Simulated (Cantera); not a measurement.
# Transport properties of process gases

Gas mixture: C3H8 = 0.76 (molar parts), at 0.0133 bar, frozen composition.

Cantera's kinetic-theory transport with the Lennard-Jones parameters of GRI-Mech 3.0, ideal gas; thermal conductivity in the multicomponent form. The composition is frozen, though it would react at the higher temperatures.

```csv
T (K),ρ (kg/m³),cp (J/kg/K),μ (µPa s),λ (mW/m/K),Pr,D (cm²/s) NO,D (cm²/s) CH3,D (cm²/s) C2H2
400,0.0177,2134,10.9,30.6,0.758,14.4,16.4,11.9
550,0.0129,2739,14.4,51.9,0.759,25.4,29.2,21.4
700,0.0101,3237,17.5,74.8,0.759,38.5,44.6,32.9
850,0.00832,3634,20.3,97.6,0.758,53.7,62.4,46.3
1000,0.00707,3960,23.0,120,0.756,70.7,82.5,61.3
1150,0.00615,4195,25.4,141,0.755,89.5,105,77.9
1300,0.00544,4401,27.7,162,0.754,110,129,96.1
1450,0.00488,4580,29.8,182,0.752,132,155,116
1600,0.00442,4734,31.9,201,0.751,156,182,136
```
D: mixture-averaged diffusion coefficient of that species in the mixture.
